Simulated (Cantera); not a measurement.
Cantera run, input and output.

```python
import numpy as np
import cantera as ct

gas = ct.Solution("gri30.yaml")
gas.TPX = 1325, 5900, {'N2O': 1, 'H2O': 0.02}
reactor = ct.IdealGasConstPressureReactor(gas, energy="off", clone=False)
net = ct.ReactorNet([reactor])
net.rtol, net.atol = 1e-08, 1e-18
show = ['N2O', 'H2O', 'H2', 'NO', 'N2', 'O2']
times = np.geomspace(3e-06, 100, 9)

steps = ct.SolutionArray(gas, extra=["t"])
rows = []
print(f"{'t/s':>10s}{'T/K':>9s}{'P/Pa':>11s}" + "".join(f"{s:>11s}" for s in show))
for t in times:
    while net.time < t:
        t_next = net.step()
        steps.append(gas.state, t=t_next)
    rows.append([np.interp(t, steps.t, y) for y in (steps.T, steps.P, *steps(*show).X.T)])
    print(f"{t:10.3e}{rows[-1][0]:9.1f}{rows[-1][1]:11.4g}" + "".join(f"{x:11.3e}" for x in rows[-1][2:]))
rate = np.gradient(steps.T, steps.t)
print("integrator steps:", len(steps.t))
if steps.T.max() > steps.T[0] + 200:
    print(f"time of steepest temperature rise: {steps.t[rate.argmax()]:.4e} s")
gas.TPX = 1325, 5900, {'N2O': 1, 'H2O': 0.02}
gas.equilibrate("TP")
print(f"equilibrium (TP): T = {gas.T:.1f} K  " + "  ".join(f"{s} {gas[s].X[0]:.3e}" for s in show))
```

It prints:

```
       t/s      T/K       P/Pa        N2O        H2O         H2         NO         N2         O2
 3.000e-06   1325.0       5900  9.804e-01  1.961e-02  4.659e-19  3.440e-09  5.082e-07  9.007e-09
 2.615e-05   1325.0       5900  9.804e-01  1.961e-02  9.154e-15  2.325e-07  4.960e-06  6.087e-07
 2.280e-04   1325.0       5900  9.803e-01  1.961e-02  3.646e-11  8.451e-06  6.011e-05  2.214e-05
 1.987e-03   1325.0       5900  9.794e-01  1.959e-02  1.469e-08  9.905e-05  5.960e-04  2.616e-04
 1.732e-02   1325.0       5900  9.718e-01  1.953e-02  2.228e-07  8.181e-04  5.342e-03  2.402e-03
 1.510e-01   1325.0       5900  9.087e-01  1.912e-02  1.260e-07  6.627e-03  4.470e-02  2.033e-02
 1.316e+00   1325.0       5900  5.355e-01  1.666e-02  1.091e-07  4.187e-02  2.775e-01  1.280e-01
 1.147e+01   1325.0       5900  1.915e-02  1.327e-02  1.161e-07  8.805e-02  6.010e-01  2.784e-01
 1.000e+02   1325.0       5900  1.858e-06  1.315e-02  1.374e-08  8.841e-02  6.136e-01  2.845e-01
integrator steps: 1872
equilibrium (TP): T = 1325.0 K  N2O 7.757e-09  H2O 1.315e-02  H2 1.276e-08  NO 5.335e-04  N2 6.576e-01  O2 3.287e-01
```

Cantera simulation using GRI-Mech 3.0 (53 species, 325 reactions); the numbers are that mechanism's predictions, not measurements. GRI-Mech 3.0 was tuned for natural gas; its chemistry of N2O as a main component is partial and can be far from experiment. The mechanism lacks the step 2 NO + O2 → 2 NO2, which can matter for NO2 below about 1400 K. The temperature is held fixed by assumption; the heat of reaction is taken as removed at once.
